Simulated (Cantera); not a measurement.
Cantera run:

```python
import numpy as np
import cantera as ct

gas_names = [...]  # 76 gases of nasa_gas.yaml made of C, H
cond_names = """
    C(gr) C6H6(L) C7H8(L) C8H18(L),n-octa
""".split()


# ... load() reads the species with a 1 bar reference pressure and builds the phases ...
atoms = {
    'C2H4': {'C': 2, 'H': 4},
    'H2': {'H': 2},
}
top_T = {'C(gr)': 4500}  # K; cautious upper limits of use, not melting points


# ... equilibrate(T, P, feed) seeds the gas with the atoms and calls Mixture.equilibrate('TP', solver="vcs", rtol=1e-11, max_steps=5000) ...
results = []
feed = {'C2H4': 1, 'H2': 54}  # mol
P = 14000  # Pa
for T in [675, 725, 775, 825, 875, 925, 975, 1025]:
    mix = equilibrate(T, P, feed)
    results.append((T, P, feed, dict(zip(mix.species_names, mix.species_moles))))

top = {s: max(r[3][s] / sum(r[3][g] for g in gas_names) for r in results) for s in gas_names}
cols = sorted((s for s in top if top[s] > 0.001), key=lambda s: -top[s])[:8]
seen = [c for c in cond_names if any(r[3].get(c, 0) > 1e-12 for r in results)]
print("log10 of partial pressures in bar; condensed amounts in mol")
print(f"{'T/K':>10s}" + "".join(f"{s[:9]:>10s}" for s in cols + seen))
for T, P, feed, n in results:
    ng = sum(n[g] for g in gas_names)
    print(f"{T:10.4g}" + "".join(f"{np.log10(max(n[s] / ng * P / 1e5, 1e-99)):10.3f}" for s in cols)
          + "".join(f"{n.get(c, 0):10.4g}" for c in seen))
```

It prints:

```
log10 of partial pressures in bar; condensed amounts in mol
       T/K        H2       CH4     C(gr)
       675    -0.870    -2.285         0
       725    -0.870    -2.285         0
       775    -0.870    -2.285         0
       825    -0.870    -2.285         0
       875    -0.870    -2.285         0
       925    -0.867    -2.378    0.3744
       975    -0.861    -2.623     1.064
      1025    -0.858    -2.850     1.441
```

Equilibrium computed with Cantera from the NASA thermochemical tables; the gas is ideal and each condensed phase is pure.
